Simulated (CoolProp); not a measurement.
Vapour-liquid equilibrium of acetone (1) + n-hexane (2) at 0.0311 MPa; x and y are mole fractions of (1).

Computed with CoolProp (multi-fluid Helmholtz-energy mixture model, Lemmon 2006 and Thol 2019; pair parameters Bell 2016).

```json
[
 {"x": "0.05", "bubble temperature (K)": "301.7", "y at the bubble point": "0.275", "dew temperature at overall composition x (K)": "307.4", "liquid density (mol/L)": "…"},
 {"x": "0.125", "bubble temperature (K)": "296.5", "y at the bubble point": "0.451", "dew temperature at overall composition x (K)": "305.6", "liquid density (mol/L)": "8.035"},
 {"x": "0.2", "bubble temperature (K)": "294.1", "y at the bubble point": "0.527", "dew temperature at overall composition x (K)": "303.7", "liquid density (mol/L)": "8.344"},
 {"x": "0.275", "bubble temperature (K)": "…", "y at the bubble point": "0.564", "dew temperature at overall composition x (K)": "301.7", "liquid density (mol/L)": "8.664"},
 {"x": "0.35", "bubble temperature (K)": "292.5", "y at the bubble point": "0.584", "dew temperature at overall composition x (K)": "299.6", "liquid density (mol/L)": "…"},
 {"x": "0.425", "bubble temperature (K)": "292.3", "y at the bubble point": "0.595", "dew temperature at overall composition x (K)": "297.3", "liquid density (mol/L)": "9.370"},
 {"x": "0.5", "bubble temperature (K)": "292.2", "y at the bubble point": "0.603", "dew temperature at overall composition x (K)": "295.0", "liquid density (mol/L)": "9.769"},
 {"x": "0.575", "bubble temperature (K)": "292.1", "y at the bubble point": "0.611", "dew temperature at overall composition x (K)": "292.7", "liquid density (mol/L)": "10.20"},
 {"x": "0.65", "bubble temperature (K)": "292.1", "y at the bubble point": "0.621", "dew temperature at overall composition x (K)": "292.3", "liquid density (mol/L)": "10.68"},
 {"x": "0.725", "bubble temperature (K)": "292.2", "y at the bubble point": "0.639", "dew temperature at overall composition x (K)": "293.5", "liquid density (mol/L)": "11.20"},
 {"x": "0.8", "bubble temperature (K)": "292.6", "y at the bubble point": "0.671", "dew temperature at overall composition x (K)": "…", "liquid density (mol/L)": "11.77"},
 {"x": "0.875", "bubble temperature (K)": "293.6", "y at the bubble point": "0.731", "dew temperature at overall composition x (K)": "296.2", "liquid density (mol/L)": "…"},
 {"x": "0.95", "bubble temperature (K)": "295.7", "y at the bubble point": "0.850", "dew temperature at overall composition x (K)": "297.5", "liquid density (mol/L)": "13.05"}
]
```

Question: Some entries are withheld; supply them.

Answer: 
- 0.05, liquid density (mol/L): 7.720
- 0.275, bubble temperature (K): 293.0
- 0.35, liquid density (mol/L): 9.003
- 0.8, dew temperature at overall composition x (K): 294.8
- 0.875, liquid density (mol/L): 12.39

y crosses x between x = 0.575 and 0.65: the model has an azeotrope there.

The pair parameters rest on a limited set of measurements; away from them the model extrapolates.
